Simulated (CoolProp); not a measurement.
n-heptane along the isotherm 326.85 °C: Z from the reference equation and from simpler models built on Tc = 268.1 °C, pc = 2.774 MPa, ω = 0.349; each cubic takes its own stable root.

The numbers come from the reference Helmholtz-energy equation of state, Span 2003 in CoolProp. It is a short technical equation, of lower accuracy than the large ones.

```tsv
p (MPa)	phase	reference
1.07	gas	0.9017
2.13	gas	0.7906
3.2	supercritical	0.6620
4.27	supercritical	0.5238
5.33	supercritical	0.4290
6.4	supercritical	0.4200
7.47	supercritical	0.4425
8.53	supercritical	0.4739
9.6	supercritical	0.5092
10.7	supercritical	0.5472
11.7	supercritical	0.5824
12.8	supercritical	0.6214
13.9	supercritical	0.6606
```

How far does each simpler model (van der Waals, Redlich-Kwong, Soave-Redlich-Kwong, Peng-Robinson) lie from the reference over these 13 states: mean and median of the absolute difference, and the worst?


- van der Waals: mean 19.1 %, median 24.4 %, worst +31.9 % at 326.85 °C and 13.9 MPa
- Redlich-Kwong: mean 6.7 %, median 8.6 %, worst +10.0 % at 326.85 °C and 8.53 MPa
- Soave-Redlich-Kwong: mean 12.4 %, median 13.9 %, worst +20.4 % at 326.85 °C and 6.4 MPa
- Peng-Robinson: mean 5.0 %, median 3.7 %, worst +11.5 % at 326.85 °C and 6.4 MPa
